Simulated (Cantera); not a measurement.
A closed system holds: 1 mol B₂O₃, 2.3 mol HF, 0.34 mol N₂, equilibrated at 1623 K.

Equilibrium computed with Cantera from the NASA thermochemical tables; the gas is ideal and each condensed phase is pure. Candidate condensed phases: B, BN, B₂O₃, B₃O₃H₃, H₂O; 62 gas species. Gases not in the tables: H₃BO₃. Kinetics and transport are ignored.

x: gas mole fraction; n: condensed amount in mol.

| P (Pa) | x BOF | x HF | x H₂O | x N₂ | x HBO₂ | x BF₃ | x B₃O₃F₃ | n B₂O₃(l) |
|---|---|---|---|---|---|---|---|---|
| 1 | 0.425 | 0.203 | 0.148 | 0.0928 | 0.111 | 2.60e-6 | 7.73e-11 | 0 |
| 6.80 | 0.425 | 0.205 | 0.151 | 0.0931 | 0.113 | ? | ? | 0 |
| 46 | 0.425 | 0.205 | 0.153 | 0.0933 | 0.114 | 0.000118 | 1.64e-7 | 0 |
| 320 | 0.425 | 0.205 | 0.155 | 0.0934 | 0.115 | ? | ? | 0 |
| 2200 | 0.419 | 0.200 | 0.158 | 0.0939 | 0.119 | 0.00514 | 0.000358 | 0 |
| 15000 | 0.304 | 0.278 | 0.187 | 0.107 | 0.0736 | 0.0414 | 0.00640 | 0.300 |
| 100000 | 0.122 | 0.331 | 0.248 | 0.128 | 0.0329 | 0.118 | 0.0183 | 0.561 |

Question: Fill in the missing entries.

Answer: 
- 320, x BF₃: 0.000810
- 320, x B₃O₃F₃: 7.89e-6
- 6.80, x BF₃: 1.76e-5
- 6.80, x B₃O₃F₃: 3.58e-9
